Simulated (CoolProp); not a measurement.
Carbonyl sulfide along the isotherm 346.85 °C: fugacity coefficient from the reference equation and from simpler models built on Tc = 105.6 °C, pc = 6369 kPa, ω = 0.098; each cubic takes its own stable root.

Model: reference Helmholtz-energy equation of state, Lemmon 2006, in CoolProp. It is a short technical equation, of lower accuracy than the large ones.

```csv
p (kPa),phase,reference
101,gas,0.9990
157,gas,0.9985
244,gas,0.9976
380,gas,0.9963
592,gas,0.9942
922,gas,0.9910
1440,gas,0.9860
2230,gas,0.9785
3480,gas,0.9668
5420,gas,0.9494
8440,supercritical,0.9238
13100,supercritical,0.8880
20500,supercritical,0.8413
31800,supercritical,0.7946
```

Question: How far does each simpler model (van der Waals, Redlich-Kwong, Soave-Redlich-Kwong) lie from the reference over these 14 states: mean and median of the absolute difference, and the worst?

Answer: 
- van der Waals: mean 1.9 %, median 0.5 %, worst -8.4 % at 346.85 °C and 31800 kPa
- Redlich-Kwong: mean 0.7 %, median 0.3 %, worst -2.4 % at 346.85 °C and 31800 kPa
- Soave-Redlich-Kwong: mean 1.0 %, median 0.2 %, worst +5.7 % at 346.85 °C and 31800 kPa
